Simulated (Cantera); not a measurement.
A freely propagating, adiabatic, planar premixed flame of H₂ : O₂ : N₂ = 1 : 0.25 : 1.23 (molar parts), equivalence ratio 2.0, unburnt at 600 K and 0.132 atm; mixture-averaged transport, grid criteria slope 0.08 and curve 0.16, no radiation.

Model: the H2/O2 subset of GRI-Mech 3.0, which has no nitrogen chemistry, integrated in Cantera. Burning velocities carry a grid error of a few per cent, more on coarse grids.

x: mole fraction of selected species; z is measured from the peak of heat release.

```tsv
z (mm)	T (K)	u (m/s)	x H₂	x O₂	x H₂O	x O	x OH	x H₂O₂
-19.6	600	5.83	0.403	0.101	<1e-8	<1e-8	<1e-8	<1e-8
-13.1	600	5.83	0.403	0.101	<1e-8	<1e-8	<1e-8	<1e-8
-9.82	600	5.83	0.403	0.101	<1e-8	<1e-8	<1e-8	<1e-8
-6.55	600	5.83	0.403	0.101	9.04e-8	<1e-8	<1e-8	<1e-8
-3.27	612	5.94	0.401	0.101	(withheld)	(withheld)	(withheld)	(withheld)
-1.64	729	7.01	0.379	0.0965	0.0115	0.000212	0.000195	2.84e-7
0	1059	9.95	0.259	0.0568	0.0952	0.00350	0.00144	1.82e-7
1.64	1290	12.0	0.164	0.00615	0.194	0.00260	0.00230	1.18e-7
3.27	1376	12.7	0.160	0.00124	0.205	0.00166	0.00255	1.00e-7
6.55	1471	13.5	0.168	0.000883	0.207	0.00153	0.00305	9.72e-8
13.1	1581	14.4	0.177	0.000718	0.209	0.00133	0.00350	7.78e-8
26.2	1697	15.3	0.187	(withheld)	0.211	(withheld)	0.00369	(withheld)
52.4	1807	16.2	0.196	0.000323	0.214	0.000667	0.00351	2.75e-8
```

Question: Some entries are withheld; supply them.

Answer: 
- -3.27, x H₂O: 0.000824
- -3.27, x O: 1.08e-5
- -3.27, x OH: 2.61e-5
- -3.27, x H₂O₂: 3.90e-7
- 26.2, x O₂: 0.000516
- 26.2, x O: 0.00101
- 26.2, x H₂O₂: 5.00e-8
